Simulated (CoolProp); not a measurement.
Vapour-liquid equilibrium of acetone (1) + n-heptane (2) at 430 kPa; x and y are mole fractions of (1).

The numbers come from the multi-fluid Helmholtz-energy mixture model, Lemmon 2006 and Span 2003; pair parameters Bell 2016 in CoolProp.

```json
[
 {"x": "0.05", "bubble temperature, mixture model (K)": "418.9", "bubble temperature, Raoult's law (K)": "425.2", "y, mixture model": "0.220", "y, Raoult's law": "0.138"},
 {"x": "0.15", "bubble temperature, mixture model (K)": "403.9", "bubble temperature, Raoult's law (K)": "417.1", "y, mixture model": "0.479", "y, Raoult's law": "0.354"},
 {"x": "0.25", "bubble temperature, mixture model (K)": "395.0", "bubble temperature, Raoult's law (K)": "410.3", "y, mixture model": "0.609", "y, Raoult's law": "0.512"},
 {"x": "0.35", "bubble temperature, mixture model (K)": "389.6", "bubble temperature, Raoult's law (K)": "404.4", "y, mixture model": "0.684", "y, Raoult's law": "0.632"},
 {"x": "0.45", "bubble temperature, mixture model (K)": "386.1", "bubble temperature, Raoult's law (K)": "399.2", "y, mixture model": "0.733", "y, Raoult's law": "0.726"},
 {"x": "0.55", "bubble temperature, mixture model (K)": "383.7", "bubble temperature, Raoult's law (K)": "394.6", "y, mixture model": "0.770", "y, Raoult's law": "0.800"},
 {"x": "0.65", "bubble temperature, mixture model (K)": "381.9", "bubble temperature, Raoult's law (K)": "390.5", "y, mixture model": "0.804", "y, Raoult's law": "0.860"},
 {"x": "0.75", "bubble temperature, mixture model (K)": "380.5", "bubble temperature, Raoult's law (K)": "386.8", "y, mixture model": "0.840", "y, Raoult's law": "0.910"},
 {"x": "0.85", "bubble temperature, mixture model (K)": "379.4", "bubble temperature, Raoult's law (K)": "383.4", "y, mixture model": "0.886", "y, Raoult's law": "0.951"},
 {"x": "0.95", "bubble temperature, mixture model (K)": "378.8", "bubble temperature, Raoult's law (K)": "380.3", "y, mixture model": "0.953", "y, Raoult's law": "0.985"}
]
```

The largest gap from Raoult's law is -15.3 K in bubble temperature, at x = 0.25. No azeotrope shows between x = 0.05 and 0.95.

Pair parameters are fitted to limited data, so mixtures are less certain than the pure fluids.
